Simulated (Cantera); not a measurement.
An adiabatic, constant-volume homogeneous reactor starts with CH₄ : O₂ : N₂ = 1 : 2.11 : 7.92 (molar parts), at 1075 K and 1500 Torr. Integrator tolerance rtol = 1e-08.

Detailed kinetics in Cantera: GRI-Mech 3.0 (53 species, 325 reactions).

Problem. What does this change do: 0.013 parts C2H6 added?

Solution. 
```csv
quantity,before,after
time of steepest temperature rise,0.145 s,93.4 ms
temperature at 2.00 s,2818 K,2828 K
equilibrium temperature,2818 K,2828 K
x(CH₄) at 2.00 s,<1e-12 (gas-phase equilibrium <1e-12),<1e-12 (gas-phase equilibrium <1e-12)
x(O₂) at 2.00 s,0.0198 (gas-phase equilibrium 0.0198),0.0179 (gas-phase equilibrium 0.0179)
x(HCO) at 2.00 s,5.91e-8 (gas-phase equilibrium 5.91e-8),6.90e-8 (gas-phase equilibrium 6.90e-8)
x(CO₂) at 2.00 s,0.0586 (gas-phase equilibrium 0.0586),0.0581 (gas-phase equilibrium 0.0581)
x(CO) at 2.00 s,0.0294 (gas-phase equilibrium 0.0294),0.0319 (gas-phase equilibrium 0.0319)
x(H₂O) at 2.00 s,0.155 (gas-phase equilibrium 0.155),0.156 (gas-phase equilibrium 0.156)
```

Problem. What does this change do: O2 2.11 to 0.83 parts?

Solution. 
```csv
quantity,before,after
time of steepest temperature rise,0.145 s,0.584 s
temperature at 2.00 s,2818 K,1765 K
equilibrium temperature,2818 K,1763 K
x(CH₄) at 2.00 s,<1e-12 (gas-phase equilibrium <1e-12),0.000277 (gas-phase equilibrium 1.45e-8)
x(O₂) at 2.00 s,0.0198 (gas-phase equilibrium 0.0198),6.39e-11 (gas-phase equilibrium 6.06e-11)
x(HCO) at 2.00 s,5.91e-8 (gas-phase equilibrium 5.91e-8),9.91e-9 (gas-phase equilibrium 9.90e-9)
x(CO₂) at 2.00 s,0.0586 (gas-phase equilibrium 0.0586),0.00891 (gas-phase equilibrium 0.00885)
x(CO) at 2.00 s,0.0294 (gas-phase equilibrium 0.0294),0.0823 (gas-phase equilibrium 0.0827)
x(H₂O) at 2.00 s,0.155 (gas-phase equilibrium 0.155),0.0520 (gas-phase equilibrium 0.0516)
```

Problem. What does this change do: initial temperature 1075 to 1050 K?

Solution. 
```
quantity                                                            before                                    after
---------------------------------  ---------------------------------------  ---------------------------------------
time of steepest temperature rise                                  0.145 s                                  0.215 s
temperature at 2.00 s                                               2818 K                                   2810 K
equilibrium temperature                                             2818 K                                   2810 K
x(CH₄) at 2.00 s                     <1e-12 (gas-phase equilibrium <1e-12)    <1e-12 (gas-phase equilibrium <1e-12)
x(O₂) at 2.00 s                      0.0198 (gas-phase equilibrium 0.0198)    0.0195 (gas-phase equilibrium 0.0195)
x(HCO) at 2.00 s                   5.91e-8 (gas-phase equilibrium 5.91e-8)  5.65e-8 (gas-phase equilibrium 5.65e-8)
x(CO₂) at 2.00 s                     0.0586 (gas-phase equilibrium 0.0586)    0.0593 (gas-phase equilibrium 0.0593)
x(CO) at 2.00 s                      0.0294 (gas-phase equilibrium 0.0294)    0.0288 (gas-phase equilibrium 0.0288)
x(H₂O) at 2.00 s                       0.155 (gas-phase equilibrium 0.155)      0.156 (gas-phase equilibrium 0.156)
```
